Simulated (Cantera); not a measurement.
**Adiabatic ignition**

An adiabatic, constant-volume homogeneous reactor starts with C3H8 : O2 : N2 = 1 : 5.38 : 20.2 (molar parts), at 1700 K and 500000 Pa.

Cantera simulation using GRI-Mech 3.0 (53 species, 325 reactions); the numbers are that mechanism's predictions, not measurements. GRI-Mech 3.0 was tuned for natural gas; its chemistry of propane as a main component is partial and can be far from experiment. Above 3000 K some thermodynamic fits are extrapolated.

| t (s) | T (K) | P (bar) | x C3H8 | x O2 | x N2O | x HCN | x CH2CO | x C2H4 |
|---|---|---|---|---|---|---|---|---|
| 3.00e-6 | 1704 | 5.12 | 0.0198 | 0.190 | 1.07e-8 | 2.22e-9 | 0.000580 | 0.0157 |
| 9.90e-6 | 3085 | 9.95 | <1e-12 | 0.0354 | 2.33e-6 | 3.02e-9 | <1e-12 | <1e-12 |
| 3.27e-5 | 3131 | 10.1 | <1e-12 | 0.0314 | 2.83e-6 | 7.68e-9 | <1e-12 | <1e-12 |
| 0.000108 | 3118 | 10.0 | <1e-12 | 0.0281 | 3.07e-6 | 1.19e-8 | <1e-12 | <1e-12 |
| 0.000356 | 3116 | 9.99 | <1e-12 | 0.0276 | 3.12e-6 | 1.26e-8 | <1e-12 | <1e-12 |
| 0.00117 | 3116 | 9.99 | <1e-12 | 0.0276 | 3.12e-6 | 1.26e-8 | <1e-12 | <1e-12 |
| 0.00387 | 3116 | 9.99 | <1e-12 | 0.0276 | 3.12e-6 | 1.26e-8 | <1e-12 | <1e-12 |
| 0.0128 | 3116 | 9.99 | <1e-12 | 0.0276 | 3.12e-6 | 1.26e-8 | <1e-12 | <1e-12 |
| 0.0422 | 3116 | 9.99 | <1e-12 | 0.0276 | 3.12e-6 | 1.26e-8 | <1e-12 | <1e-12 |
| 0.139 | 3116 | 9.99 | <1e-12 | 0.0276 | 3.12e-6 | 1.26e-8 | <1e-12 | <1e-12 |
| 0.459 | 3116 | 9.99 | <1e-12 | 0.0276 | 3.12e-6 | 1.26e-8 | <1e-12 | <1e-12 |
| 1.52 | 3116 | 9.99 | <1e-12 | 0.0276 | 3.12e-6 | 1.26e-8 | <1e-12 | <1e-12 |
| 5.00 | 3116 | 9.99 | <1e-12 | 0.0276 | 3.12e-6 | 1.26e-8 | <1e-12 | <1e-12 |
x: mole fraction; the columns are a selection and need not sum to one.

```json
{
 "time_of_steepest_temperature_rise": "5.54 µs",
 "temperature at 5.00 s": "3116 K",
 "equilibrium_temperature": "3116 K",
 "x(C3H8) at 5.00 s": "<1e-12 (gas-phase equilibrium <1e-12)",
 "x(O2) at 5.00 s": "0.0276 (gas-phase equilibrium 0.0276)",
 "x(N2O) at 5.00 s": "3.12e-6 (gas-phase equilibrium 3.12e-6)"
}
```
